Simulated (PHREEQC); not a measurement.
A solution holds 0.01 mol/kgw HF and 7.1e-05 mol/kgw (CH3)4NF, at 20 °C. Closed to the air; pH follows from the charge balance.

Model: ion-association model, phreeqc.dat, run in PHREEQC.

```json
[
 {"quantity": "pH", "before": "2.63", "after": "2.94"},
 {"quantity": "ionic strength (mol/kgw)", "before": "0.00253", "after": "0.0113"},
 {"quantity": "HF (mol/kgw)", "before": "0.00747", "after": "0.00335"},
 {"quantity": "F- (mol/kgw)", "before": "0.00246", "after": "0.00240"},
 {"quantity": "HF2- (mol/kgw)", "before": "6.77e-5", "after": "2.96e-5"}
]
```

Problem. Name the change that produced these shifts.
A) HF replaced by NH4BF4 at the same molality
B) temperature from 20 to 70 °C
C) temperature from 20 to 75 °C
D) (CH3)4NF left out
E) HF from 0.01 to 0.005 mol/kgw

Solution. A, HF replaced by NH4BF4 at the same molality

No solid was allowed to form. (CH3)4N+ isn't in the database: it is added as a free cation with an ion size of 4 Å. Real BF4- forms and hydrolyses slowly; the run takes it at equilibrium.
